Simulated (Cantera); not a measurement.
Input (Python, Cantera) and output of one run.

```python
import numpy as np
import cantera as ct

gas_names = """
    H H2 Si SiH SiH2 SiH3 SiH4 Si2 Si3
""".split()
cond_names = """
    Si(cr) Si(L)
""".split()


# ... load() reads the species with a 1 bar reference pressure and builds the phases ...
atoms = {
    'Si': {'Si': 1},
    'H2': {'H': 2},
}
top_T = {}  # K; cautious upper limits of use, not melting points


# ... equilibrate(T, P, feed) seeds the gas with the atoms and calls Mixture.equilibrate('TP', solver="vcs", rtol=1e-11, max_steps=5000) ...
results = []
feed = {'Si': 1, 'H2': 5.4}  # mol
P = 88000  # Pa
for T in [673, 773, 873, 973, 1073, 1173, 1273, 1373, 1473, 1573, 1673, 1773]:
    mix = equilibrate(T, P, feed)
    results.append((T, P, feed, dict(zip(mix.species_names, mix.species_moles))))
    x = sorted(zip(gas.X, gas.species_names), reverse=True)
    print(f"T = {T:g} K  P = {P:g} Pa  gas = {mix.phase_moles(0):.4g} mol")
    print("   x: " + "  ".join(f"{s} {v:.3e}" for v, s in x if v > 1e-05))
    print("   condensed (mol): " + ("  ".join(f"{mix.phase(i).name} {mix.phase_moles(i):.4g}"
          for i in range(1, mix.n_phases) if mix.phase_moles(i) > 1e-12) or "none"))
```

It prints:

```
T = 673 K  P = 88000 Pa  gas = 5.4 mol
   x: H2 1.000e+00
   condensed (mol): Si(cr) 1
T = 773 K  P = 88000 Pa  gas = 5.4 mol
   x: H2 1.000e+00
   condensed (mol): Si(cr) 1
T = 873 K  P = 88000 Pa  gas = 5.4 mol
   x: H2 1.000e+00
   condensed (mol): Si(cr) 1
T = 973 K  P = 88000 Pa  gas = 5.4 mol
   x: H2 1.000e+00
   condensed (mol): Si(cr) 1
T = 1073 K  P = 88000 Pa  gas = 5.4 mol
   x: H2 1.000e+00
   condensed (mol): Si(cr) 1
T = 1173 K  P = 88000 Pa  gas = 5.4 mol
   x: H2 1.000e+00
   condensed (mol): Si(cr) 1
T = 1273 K  P = 88000 Pa  gas = 5.4 mol
   x: H2 1.000e+00
   condensed (mol): Si(cr) 1
T = 1373 K  P = 88000 Pa  gas = 5.4 mol
   x: H2 1.000e+00
   condensed (mol): Si(cr) 1
T = 1473 K  P = 88000 Pa  gas = 5.4 mol
   x: H2 1.000e+00  H 1.349e-05
   condensed (mol): Si(cr) 1
T = 1573 K  P = 88000 Pa  gas = 5.4 mol
   x: H2 1.000e+00  H 4.334e-05
   condensed (mol): Si(cr) 1
T = 1673 K  P = 88000 Pa  gas = 5.4 mol
   x: H2 9.999e-01  H 1.214e-04  SiH2 1.101e-05
   condensed (mol): Si(cr) 0.9999
T = 1773 K  P = 88000 Pa  gas = 5.401 mol
   x: H2 9.997e-01  H 3.032e-04  SiH2 2.467e-05
   condensed (mol): Si(L) 0.9998
```

Cantera equilibrium calculation (NASA polynomials, part measured and part estimated; ideal gas, pure solids and liquids). Gases not in the tables: Si2H6 and higher silanes.
